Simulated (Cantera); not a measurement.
Charge: 1 mol CH3SiH3, 69 mol H2, held at 0.975 Torr.

Equilibrium computed with Cantera from the NASA thermochemical tables; the gas is ideal and each condensed phase is pure. Candidate condensed phases: C, C6H6, C7H8, C8H18, Si, SiC; 87 gas species. The feed counts by its element totals alone. Gases not in the tables: Si2H6 and higher silanes. The numbers say what is thermodynamically allowed, not how fast it happens.

Task: Which condensed phases are stable at each of these points (T (°C)): 1377, 1477, 1577, 1677, 1777, 1877, 1977, 2077, 2177?

Result: 
```tsv
T (°C)	condensed phases	Si condensed (%)
1377	SiC(s)	99.9
1477	SiC(s)	99.6
1577	SiC(s)	98.3
1677	SiC(s)	92.8
1777	C(graphite) + SiC(s)	66.7
1877	C(graphite)	0.0
1977	C(graphite)	0.0
2077	C(graphite)	0.0
2177	gas only	0.0
```

From 1377 °C to 1677 °C the condensed part is SiC(s). At 1777 °C the condensed part is C(graphite) + SiC(s). From 1877 °C to 2077 °C the condensed part is C(graphite). At 2177 °C nothing is condensed.
